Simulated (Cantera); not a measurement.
An adiabatic, constant-volume homogeneous reactor starts with H2 : O2 : N2 : H2O = 1 : 0.704 : 2.65 : 0.19 (molar parts), at 1325 K and 13.0 bar. Integrator tolerance rtol = 1e-08.

Model: the H2/O2 subset of GRI-Mech 3.0, which has no nitrogen chemistry, integrated in Cantera. The hydrogen kinetics of GRI-Mech 3.0 are dated; newer H2 mechanisms differ, most at raised pressure. The pressure lies above the range GRI-Mech 3.0 was tuned for (to about 10 atm).

Q: What does this change do: initial temperature 1325 to 1100 K?

A: 
```json
[
 {"quantity": "time of steepest temperature rise", "before": "9.81 µs", "after": "1.15 ms"},
 {"quantity": "temperature at 2.00 s", "before": "2943 K", "after": "2829 K"},
 {"quantity": "equilibrium temperature", "before": "2943 K", "after": "2829 K"},
 {"quantity": "x(H2) at 2.00 s", "before": "0.00898 (gas-phase equilibrium 0.00898)", "after": "0.00567 (gas-phase equilibrium 0.00567)"},
 {"quantity": "x(O2) at 2.00 s", "before": "0.0470 (gas-phase equilibrium 0.0470)", "after": "0.0475 (gas-phase equilibrium 0.0475)"},
 {"quantity": "x(H2O) at 2.00 s", "before": "0.268 (gas-phase equilibrium 0.268)", "after": "0.276 (gas-phase equilibrium 0.276)"},
 {"quantity": "x(OH) at 2.00 s", "before": "0.0234 (gas-phase equilibrium 0.0234)", "after": "0.0176 (gas-phase equilibrium 0.0176)"},
 {"quantity": "x(H2O2) at 2.00 s", "before": "4.71e-6 (gas-phase equilibrium 4.71e-6)", "after": "4.35e-6 (gas-phase equilibrium 4.35e-6)"}
]
```

Q: What does this change do: pressure from 13.0 bar to 10.0 bar?

A: 
| quantity | before | after |
|---|---|---|
| time of steepest temperature rise | 9.81 µs | 6.46 µs |
| temperature at 2.00 s | 2943 K | 2928 K |
| equilibrium temperature | 2943 K | 2928 K |
| x(H2) at 2.00 s | 0.00898 (gas-phase equilibrium 0.00898) | 0.00970 (gas-phase equilibrium 0.00970) |
| x(O2) at 2.00 s | 0.0470 (gas-phase equilibrium 0.0470) | 0.0470 (gas-phase equilibrium 0.0470) |
| x(H2O) at 2.00 s | 0.268 (gas-phase equilibrium 0.268) | 0.267 (gas-phase equilibrium 0.267) |
| x(OH) at 2.00 s | 0.0234 (gas-phase equilibrium 0.0234) | 0.0241 (gas-phase equilibrium 0.0241) |
| x(H2O2) at 2.00 s | 4.71e-6 (gas-phase equilibrium 4.71e-6) | 4.01e-6 (gas-phase equilibrium 4.01e-6) |
